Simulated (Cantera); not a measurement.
Cantera run, input and output.

```python
import numpy as np
import cantera as ct

gas = ct.Solution("gri30.yaml", transport_model="multicomponent")
show = ['H', 'N2', 'H2']

rows = []
print(f"{'T/K':>7s}{'rho':>11s}{'cp':>10s}{'mu':>11s}{'lambda':>11s}{'Pr':>7s}" + "".join(f"{'D_' + s:>11s}" for s in show))
for T in [400, 500, 600, 700, 800, 900, 1000, 1100]:
    gas.TPX = T, 30000, {'CH3OH': 0.13}
    Pr = gas.cp_mass * gas.viscosity / gas.thermal_conductivity
    D = [gas.mix_diff_coeffs_mole[gas.species_index(s)] for s in show]
    rows.append([gas.density, gas.cp_mass, gas.viscosity, gas.thermal_conductivity, Pr, *D])
    print(f"{T:7g}{gas.density:11.4e}{gas.cp_mass:10.1f}{gas.viscosity:11.4e}"
          f"{gas.thermal_conductivity:11.4e}{Pr:7.3f}" + "".join(f"{d:11.4e}" for d in D))
print("SI units: kg/m3, J/kg/K, Pa s, W/m/K, m2/s")
```

Output:

```
    T/K        rho        cp         mu     lambda     Pr        D_H       D_N2       D_H2
    400 2.8903e-01    1604.1 1.3101e-05 2.8083e-02  0.748 5.2844e-04 8.9457e-05 3.5694e-04
    500 2.3123e-01    1857.8 1.6447e-05 4.0822e-02  0.748 8.0386e-04 1.3479e-04 5.2793e-04
    600 1.9269e-01    2101.4 1.9689e-05 5.5217e-02  0.749 1.1235e-03 1.8706e-04 7.2338e-04
    700 1.6516e-01    2314.0 2.2798e-05 7.0327e-02  0.750 1.4838e-03 2.4574e-04 9.4157e-04
    800 1.4452e-01    2490.7 2.5767e-05 8.5487e-02  0.751 1.8818e-03 3.1038e-04 1.1812e-03
    900 1.2846e-01    2642.8 2.8601e-05 1.0063e-01  0.751 2.3153e-03 3.8066e-04 1.4412e-03
   1000 1.1561e-01    2798.1 3.1307e-05 1.1659e-01  0.751 2.7824e-03 4.5630e-04 1.7207e-03
   1100 1.0510e-01    2921.5 3.3897e-05 1.3180e-01  0.751 3.2816e-03 5.3707e-04 2.0190e-03
SI units: kg/m3, J/kg/K, Pa s, W/m/K, m2/s
```

Model: GRI-Mech 3.0 (53 species, 325 reactions), integrated in Cantera. Polar gases are described roughly by these parameters. The composition is frozen, though it would react at the higher temperatures.
